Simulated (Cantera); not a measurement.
Feed: 1 mol SiC, 1.9 mol H2, 0.011 mol C, at 0.133 bar.

Equilibrium computed with Cantera from the NASA thermochemical tables; the gas is ideal and each condensed phase is pure. Candidate condensed phases: C, C6H6, C7H8, C8H18, Si, SiC; 87 gas species. Gases not in the tables: Si2H6 and higher silanes. Equilibrium is a limit: real reactors are often held back by kinetics, nucleation or transport.

At 2027 °C, list the 6 most abundant gas species with their mole fractions, and the condensed phases.

H2 0.969, H 0.0261, C2H2 (acetylene) 0.00346, Si 0.00110, SiH 0.000146, SiC2 0.000126. Condensed: SiC(s).
